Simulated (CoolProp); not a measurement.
Computed with CoolProp (reference Helmholtz-energy equation of state, Lemmon 2006). It is a short technical equation, of lower accuracy than the large ones.

### Question
For neopentane, give the phase and the cp (kJ/(kg K)) at 276.85 °C and 25.3 kPa; 276.85 °C and 4730 kPa.

### Answer
- 276.85 °C and 25.3 kPa: gas; cp 2.79
- 276.85 °C and 4730 kPa: supercritical; cp 3.12
